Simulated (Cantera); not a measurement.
Input: 1 mol B, 41 mol N2, held at 1700 °C and 0.100 bar.

Method: chemical equilibrium by Gibbs-energy minimisation in Cantera with the NASA 1993 tables (ideal gas, pure condensed phases). Candidate condensed phases: B, BN; 5 gas species. The numbers say what is thermodynamically allowed, not how fast it happens.

**Question.** What is the equilibrium state?

**Answer.** 
```json
{
 "x(N2)": "1.00",
 "n(BN(s))": "1.000 mol",
 "gas_amount": "40.50 mol",
 "log10 activity of B(s) (absent)": "-1.55"
}
```
